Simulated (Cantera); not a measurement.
A perfectly stirred reactor is fed with CO : O2 : H2O : N2 = 0.0021 : 0.021 : 0.0014 : 1 (molar parts), equivalence ratio 0.050, at 750 Torr; it is held at 1450 K, and followed from long to short residence time.

Model: GRI-Mech 3.0 (53 species, 325 reactions), integrated in Cantera.

x: mole fraction; the columns are a selection and need not sum to one.

```
τ (s)       x CO    x O2    x H2O   x H2O2       x HO2      x H     x OH
------  --------  ------  -------  -------  ----------  -------  -------
0.96     3.55e-5  0.0195  0.00136  1.14e-9  (withheld)  2.83e-7  2.10e-5
0.46     5.87e-5  0.0195  0.00135  1.72e-9  (withheld)  5.55e-7  2.61e-5
0.22     9.66e-5  0.0195  0.00135  2.58e-9  (withheld)  1.09e-6  3.24e-5
0.10    0.000163  0.0195  0.00134  3.90e-9  (withheld)  2.20e-6  4.07e-5
0.049   0.000258  0.0196  0.00134  5.54e-9  (withheld)  4.06e-6  4.95e-5
0.023   0.000412  0.0196  0.00133  7.71e-9  (withheld)  7.43e-6  6.00e-5
0.011   0.000632  0.0197  0.00132  1.00e-8  (withheld)  1.23e-5  7.03e-5
0.0052  0.000936  0.0198  0.00131  1.18e-8     1.09e-6  1.77e-5  7.81e-5
0.0025   0.00130  0.0200  0.00131  1.18e-8     1.14e-6  1.96e-5  7.82e-5
```

Question: What belongs in the gaps?

Answer: 
- 0.96, x HO2: 1.36e-7
- 0.46, x HO2: 2.04e-7
- 0.22, x HO2: 2.99e-7
- 0.10, x HO2: 4.33e-7
- 0.049, x HO2: 5.84e-7
- 0.023, x HO2: 7.65e-7
- 0.011, x HO2: 9.42e-7
